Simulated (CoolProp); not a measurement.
A single-stage vapour-compression cycle with n-pentane: evaporating at 259.15 K (dew point), condensing at 292.15 K (bubble point), superheat 5 K, subcooling 0 K, compressor efficiency 0.7, no pressure losses. Each further row changes one setting.

Computed with CoolProp (reference Helmholtz-energy equation of state, Thol 2019).

```csv
case,cooling COP,pressure ratio,discharge temperature (K),refrigerating effect (kJ/kg),volumetric capacity (kJ/m³)
as stated,4.92,4.38,306.9,329,135
evaporating temperature 264.15 K,?,3.41,?,336,175
condensing temperature 287.15 K,5.92,3.59,?,340,140
subcooling 5 K,5.09,4.38,306.9,340,140
superheat 15 K,?,4.38,?,345,?
compressor efficiency 0.6,4.22,4.38,313.3,329,135
```

Question: Some entries are withheld; supply them.

Answer: 
- evaporating temperature 264.15 K, cooling COP: 6.02
- evaporating temperature 264.15 K, discharge temperature (K): 304.8
- condensing temperature 287.15 K, discharge temperature (K): 301.1
- superheat 15 K, cooling COP: 4.96
- superheat 15 K, discharge temperature (K): 317.2
- superheat 15 K, volumetric capacity (kJ/m³): 136
